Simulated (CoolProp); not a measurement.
Computed with CoolProp (reference Helmholtz-energy equation of state, McLinden 2015).

### Question
For the fluoroketone C6F12O (FK-5-1-12), give the phase and the density (kg/m³), cp (kJ/(kg K)), cv (kJ/(kg K)), speed of sound (m/s) at 432.9 K and 1.98 MPa.

### Answer
- 432.9 K and 1.98 MPa: liquid; density 1010, cp 1.51, cv 1.03, speed of sound 115
